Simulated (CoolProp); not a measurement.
Vapour-liquid equilibrium of R113 (1) + n-hexane (2) at 10.75 °C; x and y are mole fractions of (1).

Values from CoolProp's multi-fluid Helmholtz-energy mixture model, Marx 1992 and Thol 2019; pair parameters Bell 2016.

```json
[
 {"x": "0.05", "bubble pressure, mixture model (kPa)": "11.71", "bubble pressure, Raoult's law (kPa)": "11.18", "y, mixture model": "0.149", "y, Raoult's law": "0.111"},
 {"x": "0.2", "bubble pressure, mixture model (kPa)": "14.85", "bubble pressure, Raoult's law (kPa)": "13.32", "y, mixture model": "0.425", "y, Raoult's law": "0.372"},
 {"x": "0.35", "bubble pressure, mixture model (kPa)": "17.35", "bubble pressure, Raoult's law (kPa)": "15.46", "y, mixture model": "0.586", "y, Raoult's law": "0.560"},
 {"x": "0.5", "bubble pressure, mixture model (kPa)": "19.42", "bubble pressure, Raoult's law (kPa)": "17.60", "y, mixture model": "0.701", "y, Raoult's law": "0.703"},
 {"x": "0.65", "bubble pressure, mixture model (kPa)": "21.20", "bubble pressure, Raoult's law (kPa)": "19.75", "y, mixture model": "0.794", "y, Raoult's law": "0.815"},
 {"x": "0.8", "bubble pressure, mixture model (kPa)": "22.80", "bubble pressure, Raoult's law (kPa)": "21.89", "y, mixture model": "0.881", "y, Raoult's law": "0.904"},
 {"x": "0.95", "bubble pressure, mixture model (kPa)": "24.28", "bubble pressure, Raoult's law (kPa)": "24.03", "y, mixture model": "0.969", "y, Raoult's law": "0.978"}
]
```

The largest gap from Raoult's law is +12.2 % in bubble pressure, at x = 0.35. No azeotrope shows between x = 0.05 and 0.95.

The pair parameters rest on a limited set of measurements; away from them the model extrapolates.
